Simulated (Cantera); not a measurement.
Cantera run, input and output.

```python
import numpy as np
import cantera as ct

gas = ct.Solution("gri30.yaml")
gas.TPX = 1400, 21000, {'C2H6': 2.7, 'N2': 4.2}
reactor = ct.IdealGasConstPressureReactor(gas, energy="off", clone=False)
net = ct.ReactorNet([reactor])
net.rtol, net.atol = 1e-08, 1e-18
show = ['C2H6', 'CH4', 'H', 'C2H', 'HCN']
times = np.geomspace(2e-06, 3, 13)

steps = ct.SolutionArray(gas, extra=["t"])
rows = []
print(f"{'t/s':>10s}{'T/K':>9s}{'P/Pa':>11s}" + "".join(f"{s:>11s}" for s in show))
for t in times:
    while net.time < t:
        t_next = net.step()
        steps.append(gas.state, t=t_next)
    rows.append([np.interp(t, steps.t, y) for y in (steps.T, steps.P, *steps(*show).X.T)])
    print(f"{t:10.3e}{rows[-1][0]:9.1f}{rows[-1][1]:11.4g}" + "".join(f"{x:11.3e}" for x in rows[-1][2:]))
rate = np.gradient(steps.T, steps.t)
print("integrator steps:", len(steps.t))
if steps.T.max() > steps.T[0] + 200:
    print(f"time of steepest temperature rise: {steps.t[rate.argmax()]:.4e} s")
gas.TPX = 1400, 21000, {'C2H6': 2.7, 'N2': 4.2}
gas.equilibrate("TP")
print(f"equilibrium (TP): T = {gas.T:.1f} K  " + "  ".join(f"{s} {gas[s].X[0]:.3e}" for s in show))
```

It prints:

```
       t/s      T/K       P/Pa       C2H6        CH4          H        C2H        HCN
 2.000e-06   1400.0    2.1e+04  3.912e-01  3.040e-06  8.721e-08  1.560e-22  1.089e-17
 6.542e-06   1400.0    2.1e+04  3.910e-01  3.102e-05  8.806e-07  9.559e-19  2.165e-15
 2.140e-05   1400.0    2.1e+04  3.898e-01  2.833e-04  7.792e-06  1.546e-14  3.308e-12
 6.999e-05   1400.0    2.1e+04  3.794e-01  2.038e-03  3.185e-05  4.127e-11  3.990e-10
 2.289e-04   1400.0    2.1e+04  3.276e-01  1.100e-02  4.434e-05  6.170e-10  1.679e-09
 7.489e-04   1400.0    2.1e+04  1.988e-01  3.749e-02  5.247e-05  2.655e-09  2.701e-09
 2.449e-03   1400.0    2.1e+04  4.131e-02  7.955e-02  6.141e-05  8.948e-09  3.312e-09
 8.012e-03   1400.0    2.1e+04  2.161e-03  8.792e-02  2.443e-05  6.843e-09  3.371e-09
 2.621e-02   1400.0    2.1e+04  1.912e-04  8.572e-02  8.458e-06  3.076e-09  3.269e-09
 8.572e-02   1400.0    2.1e+04  7.758e-05  8.273e-02  6.444e-06  2.833e-09  3.148e-09
 2.804e-01   1400.0    2.1e+04  3.537e-05  7.946e-02  5.771e-06  2.920e-09  3.023e-09
 9.172e-01   1400.0    2.1e+04  2.210e-05  7.793e-02  5.330e-06  2.782e-09  2.998e-09
 3.000e+00   1400.0    2.1e+04  2.158e-05  7.583e-02  5.418e-06  2.820e-09  3.033e-09
integrator steps: 1418
equilibrium (TP): T = 1400.0 K  C2H6 1.522e-05  CH4 5.097e-02  H 6.582e-06  C2H 2.502e-09  HCN 9.727e-02
```

Detailed kinetics in Cantera: GRI-Mech 3.0 (53 species, 325 reactions). GRI-Mech 3.0 stops at C3 and has no aromatics, soot or wall deposition, so with more carbon than oxygen in the feed, carbon stays in small species such as C2H2 where larger ones or solid carbon would form.
